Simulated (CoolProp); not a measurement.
Saturation properties of the fluoroketone C6F12O (FK-5-1-12).

The numbers come from the reference Helmholtz-energy equation of state, McLinden 2015 in CoolProp.

| T (K) | p (MPa) | vapour density (kg/m³) | enthalpy of vaporisation (kJ/kg) | liquid cp (kJ/(kg K)) |
|---|---|---|---|---|
| 275.4 | 0.01401 | 1.964 | 101.0 | 1.092 |
| 278.3 | 0.01623 | 2.256 | 100.2 | (withheld) |
| 281.2 | 0.01874 | 2.582 | 99.44 | 1.094 |
| 284.1 | 0.02155 | 2.945 | 98.66 | 1.095 |
| 287 | 0.02469 | 3.349 | 97.88 | 1.096 |
| 289.9 | 0.02819 | (withheld) | 97.10 | 1.098 |
| 292.8 | 0.03209 | 4.287 | 96.31 | 1.099 |
| 295.7 | 0.03641 | 4.830 | 95.51 | 1.101 |
| 298.6 | 0.04118 | (withheld) | 94.72 | 1.103 |
| 301.5 | 0.04643 | 6.079 | 93.91 | 1.104 |
| 304.4 | 0.05221 | 6.794 | 93.10 | 1.106 |
| 307.3 | 0.05855 | 7.573 | 92.28 | 1.109 |
| 310.2 | 0.06548 | (withheld) | 91.46 | 1.111 |

What belongs in the gaps?


- 278.3, liquid cp (kJ/(kg K)): 1.093
- 289.9, vapour density (kg/m³): 3.795
- 298.6, vapour density (kg/m³): 5.426
- 310.2, vapour density (kg/m³): 8.422

It boils at 322.2 K under 1 atm.
